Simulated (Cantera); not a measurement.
## Adiabatic ignition

An adiabatic, constant-volume homogeneous reactor starts with CH4 : C2H6 : O2 : N2 = 1 : 0.15 : 2.1 : 7.91 (molar parts), equivalence ratio 1.2, at 1150 K and 1.60 bar.

Cantera simulation using GRI-Mech 3.0 (53 species, 325 reactions); the numbers are that mechanism's predictions, not measurements.

```
t (s)     T (K)  P (bar)   x CH4  x C2H6     x O2    x H2O2     x NO       x O     x CO2
--------  -----  -------  ------  ------  -------  --------  -------  --------  --------
1.00e-6    1150     1.60  0.0896  0.0134    0.188    <1e-12   <1e-12    <1e-12    <1e-12
5.66e-6    1150     1.60  0.0896  0.0134    0.188  4.52e-12   <1e-12  4.65e-12    <1e-12
3.21e-5    1150     1.60  0.0896  0.0134    0.188  2.02e-10   <1e-12  2.65e-11    <1e-12
0.000182   1150     1.60  0.0896  0.0134    0.188   1.47e-8   <1e-12  1.42e-10  4.83e-12
0.00103    1150     1.60  0.0896  0.0134    0.188   9.95e-7   <1e-12   1.55e-9  8.80e-10
0.00583    2883     4.29  <1e-12  <1e-12  0.00571   3.66e-7  0.00591   0.00274    0.0460
0.0330     2882     4.29  <1e-12  <1e-12  0.00565   3.64e-7  0.00619   0.00272    0.0459
0.187      2882     4.29  <1e-12  <1e-12  0.00565   3.64e-7  0.00619   0.00272    0.0459
1.06       2882     4.29  <1e-12  <1e-12  0.00565   3.64e-7  0.00619   0.00272    0.0459
6.00       2882     4.29  <1e-12  <1e-12  0.00565   3.64e-7  0.00619   0.00272    0.0459
```
x: mole fraction; the columns are a selection and need not sum to one.

| Quantity | Value |
|---|---|
| time of steepest temperature rise | 5.11 ms |
| temperature at 6.00 s | 2882 K |
| equilibrium temperature | 2882 K |
| x(CH4) at 6.00 s | <1e-12 (gas-phase equilibrium <1e-12) |
| x(C2H6) at 6.00 s | <1e-12 (gas-phase equilibrium <1e-12) |
| x(O2) at 6.00 s | 0.00565 (gas-phase equilibrium 0.00565) |
